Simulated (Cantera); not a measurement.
**Premixed flame**

A freely propagating, adiabatic, planar premixed flame of 30.0 % CO, 0.931 % H2, 12.9 % O2, 48.6 % N2, 7.51 % CO2, equivalence ratio 1.2, unburnt at 723 K and 4.93 atm; unity-Lewis-number transport, grid criteria slope 0.08 and curve 0.16, no radiation.

Model: GRI-Mech 3.0 (53 species, 325 reactions), integrated in Cantera. The hydrogen kinetics of GRI-Mech 3.0 are dated; newer H2 mechanisms differ, most at raised pressure. Unity Lewis numbers drop preferential diffusion, which matters most where H2 and H carry the flame. Burning velocities carry a grid error of a few per cent, more on coarse grids.

| z (mm) | T (K) | u (m/s) | x CO | x H2 | x O2 | x H2O2 | x N2O | x O |
|---|---|---|---|---|---|---|---|---|
| -0.486 | 723 | 0.855 | 0.300 | 0.00931 | 0.129 | <1e-8 | <1e-8 | <1e-8 |
| -0.324 | 723 | 0.855 | 0.300 | 0.00930 | 0.129 | 5.85e-8 | <1e-8 | <1e-8 |
| -0.243 | 724 | 0.856 | 0.300 | 0.00930 | 0.129 | 2.30e-7 | <1e-8 | <1e-8 |
| -0.162 | 731 | 0.863 | 0.300 | 0.00923 | 0.129 | 1.63e-6 | <1e-8 | <1e-8 |
| -0.0809 | 816 | 0.959 | 0.292 | 0.00836 | 0.124 | 1.67e-5 | 8.66e-8 | 3.74e-6 |
| -0.0405 | 1067 | 1.23 | 0.267 | 0.00563 | 0.110 | 2.74e-5 | 3.44e-7 | 0.000338 |
| 0 | 1493 | 1.68 | 0.214 | 0.00123 | 0.0778 | 1.46e-6 | 9.88e-7 | 0.00549 |
| 0.0405 | 1786 | 1.97 | 0.170 | 0.000605 | 0.0530 | 3.68e-7 | 1.42e-6 | 0.00997 |
| 0.0809 | 1950 | 2.12 | 0.148 | 0.000651 | 0.0419 | 2.09e-7 | 1.44e-6 | 0.00923 |
| 0.162 | 2115 | 2.27 | 0.129 | 0.000604 | 0.0330 | 1.11e-7 | 1.38e-6 | 0.00624 |
| 0.324 | 2257 | 2.40 | 0.111 | 0.000511 | 0.0250 | 5.96e-8 | 1.22e-6 | 0.00367 |
| 0.647 | 2372 | 2.50 | 0.0961 | 0.000429 | 0.0179 | 3.39e-8 | 9.18e-7 | 0.00206 |
| 1.29 | 2456 | 2.57 | 0.0845 | 0.000369 | 0.0122 | 2.10e-8 | 6.11e-7 | 0.00117 |
x: mole fraction of selected species; z is measured from the peak of heat release.

```yaml
laminar_burning_velocity: 85.5 cm/s
thermal_thickness: 0.162 mm
peak x(H2O2): 2.97e-5
peak x(O): 0.0101
grid_points: 118
```
